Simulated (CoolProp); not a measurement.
Vapour-liquid equilibrium of hydrogen chloride (1) + ethane (2) at 1740 kPa; x and y are mole fractions of (1).

The numbers come from the multi-fluid Helmholtz-energy mixture model, Thol 2018 and Bücker 2006; pair parameters Bell 2016 in CoolProp.

| x | bubble temperature (K) | y at the bubble point | dew temperature at overall composition x (K) | liquid density (mol/L) |
|---|---|---|---|---|
| 0.05 | 258.0 | 0.094 | 259.2 | 14.66 |
| 0.125 | 255.0 | 0.207 | 257.2 | 15.29 |
| 0.2 | 252.9 | 0.294 | 255.2 | 15.93 |
| 0.275 | 251.5 | 0.364 | 253.4 | 16.60 |
| 0.35 | 250.5 | 0.422 | 251.8 | 17.31 |
| 0.425 | 250.0 | 0.471 | 250.5 | 18.08 |
| 0.5 | 249.7 | 0.515 | 249.8 | 18.93 |
| 0.575 | 249.7 | 0.558 | 249.8 | 19.86 |
| 0.65 | 250.0 | 0.601 | 250.6 | 20.90 |
| 0.725 | 250.6 | 0.649 | 251.9 | 22.03 |
| 0.8 | 251.6 | 0.707 | 253.6 | 23.27 |
| 0.875 | 253.3 | 0.785 | 255.5 | 24.59 |
| 0.95 | 256.0 | 0.896 | 257.4 | 25.99 |

y crosses x between x = 0.5 and 0.575: the model has an azeotrope there.

Pair parameters are fitted to limited data, so mixtures are less certain than the pure fluids.
